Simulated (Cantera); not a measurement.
What does this Cantera script print?

```python
import numpy as np
import cantera as ct

gas = ct.Solution("gri30.yaml", transport_model="mixture-averaged")
show = ['O', 'CH4', 'OH']

rows = []
print(f"{'T/K':>7s}{'rho':>11s}{'cp':>10s}{'mu':>11s}{'lambda':>11s}{'Pr':>7s}" + "".join(f"{'D_' + s:>11s}" for s in show))
for T in [400, 600, 800, 1000, 1200, 1400]:
    gas.TPX = T, 240000, {'CO': 0.87}
    Pr = gas.cp_mass * gas.viscosity / gas.thermal_conductivity
    D = [gas.mix_diff_coeffs_mole[gas.species_index(s)] for s in show]
    rows.append([gas.density, gas.cp_mass, gas.viscosity, gas.thermal_conductivity, Pr, *D])
    print(f"{T:7g}{gas.density:11.4e}{gas.cp_mass:10.1f}{gas.viscosity:11.4e}"
          f"{gas.thermal_conductivity:11.4e}{Pr:7.3f}" + "".join(f"{d:11.4e}" for d in D))
print("SI units: kg/m3, J/kg/K, Pa s, W/m/K, m2/s")
```

Output:

```
    T/K        rho        cp         mu     lambda     Pr        D_O      D_CH4       D_OH
    400 2.0213e+00    1048.7 2.1957e-05 3.1736e-02  0.726 2.2312e-05 1.5626e-05 2.1887e-05
    600 1.3475e+00    1085.9 2.9084e-05 4.4158e-02  0.715 4.4422e-05 3.1451e-05 4.3576e-05
    800 1.0106e+00    1138.7 3.5241e-05 5.6145e-02  0.715 7.1963e-05 5.1194e-05 7.0593e-05
   1000 8.0852e-01    1184.0 4.0802e-05 6.7539e-02  0.715 1.0440e-04 7.4450e-05 1.0241e-04
   1200 6.7377e-01    1219.2 4.5947e-05 7.8338e-02  0.715 1.4135e-04 1.0095e-04 1.3866e-04
   1400 5.7751e-01    1246.1 5.0779e-05 8.8578e-02  0.714 1.8256e-04 1.3048e-04 1.7908e-04
SI units: kg/m3, J/kg/K, Pa s, W/m/K, m2/s
```

Model: GRI-Mech 3.0 (53 species, 325 reactions), integrated in Cantera.
